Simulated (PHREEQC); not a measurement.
A column of 0.2 m (30 cells, dispersivity 0.01 m, 3600 s a shift, diffusion coefficient 3e-10 m²/s) holds 0.0078 eq of the database's cation exchanger X per kg of pore water, first in equilibrium with 0.00043 mol/kgw KCl and 1e-05 mol/kgw HCl. It is flushed with 0.011 mol/kgw SrCl2 and 1e-05 mol/kgw HCl, at 25 °C. Values are for the last cell. The system is closed to CO2. No solid was allowed to form.

Base run: PHREEQC, ion-association model, phreeqc.dat. Each further column changes one thing. The table gives K in solution (mol/kgw).

```json
[
 {"pore volumes": "0", "base": "0.000430", "exchange capacity from 0.0078 to 0.0039 eq/kgw": "0.000430", "dispersivity from 0.01 to 0.02 m": "0.000430"},
 {"pore volumes": "0.3167", "base": "0.000432", "exchange capacity from 0.0078 to 0.0039 eq/kgw": "0.000432", "dispersivity from 0.01 to 0.02 m": "0.000520"},
 {"pore volumes": "0.7167", "base": "0.00436", "exchange capacity from 0.0078 to 0.0039 eq/kgw": "0.00436", "dispersivity from 0.01 to 0.02 m": "0.00654"},
 {"pore volumes": "1.017", "base": "0.0130", "exchange capacity from 0.0078 to 0.0039 eq/kgw": "0.00568", "dispersivity from 0.01 to 0.02 m": "[?]"},
 {"pore volumes": "1.317", "base": "0.00647", "exchange capacity from 0.0078 to 0.0039 eq/kgw": "0.00199", "dispersivity from 0.01 to 0.02 m": "0.00488"},
 {"pore volumes": "1.717", "base": "0.00147", "exchange capacity from 0.0078 to 0.0039 eq/kgw": "0.000410", "dispersivity from 0.01 to 0.02 m": "0.00183"},
 {"pore volumes": "2.017", "base": "0.000454", "exchange capacity from 0.0078 to 0.0039 eq/kgw": "0.000116", "dispersivity from 0.01 to 0.02 m": "[?]"},
 {"pore volumes": "2.317", "base": "0.000136", "exchange capacity from 0.0078 to 0.0039 eq/kgw": "[?]", "dispersivity from 0.01 to 0.02 m": "0.000411"},
 {"pore volumes": "2.717", "base": "2.62e-5", "exchange capacity from 0.0078 to 0.0039 eq/kgw": "[?]", "dispersivity from 0.01 to 0.02 m": "[?]"},
 {"pore volumes": "3.017", "base": "7.52e-6", "exchange capacity from 0.0078 to 0.0039 eq/kgw": "1.41e-6", "dispersivity from 0.01 to 0.02 m": "7.13e-5"}
]
```

Task: Fill in the missing entries.

Result: 
- 1.017, dispersivity from 0.01 to 0.02 m: 0.0100
- 2.017, dispersivity from 0.01 to 0.02 m: 0.000869
- 2.317, exchange capacity from 0.0078 to 0.0039 eq/kgw: 3.18e-5
- 2.717, exchange capacity from 0.0078 to 0.0039 eq/kgw: 5.41e-6
- 2.717, dispersivity from 0.01 to 0.02 m: 0.000151
